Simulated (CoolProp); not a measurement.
The fluoroketone C6F12O (FK-5-1-12) along the isobar 2.58 MPa: fugacity coefficient from the reference equation and from simpler models built on Tc = 168.7 °C, pc = 1.869 MPa, ω = 0.471; each cubic takes its own stable root.

Computed with CoolProp (reference Helmholtz-energy equation of state, McLinden 2015).

```
T (°C)          phase  reference  van der Waals  Redlich-Kwong  Soave-Redlich-Kwong  Peng-Robinson
------  -------------  ---------  -------------  -------------  -------------------  -------------
149.15         liquid     0.4006         0.4955         0.4439               0.4156         0.3980
157.05         liquid     0.4443         0.5205         0.4770               0.4599         0.4404
164.85         liquid     0.4880         0.5448         0.5092               0.5036         0.4824
172.75  supercritical     0.5319         0.5690         0.5411               0.5469         0.5239
180.65  supercritical     0.5741         0.5925         0.5716               0.5874         0.5628
188.55  supercritical     0.6116         0.6151         0.6000               0.6231         0.5969
196.35  supercritical     0.6415         0.6362         0.6250               0.6525         0.6252
204.25  supercritical     0.6670         0.6559         0.6470               0.6781         0.6501
```
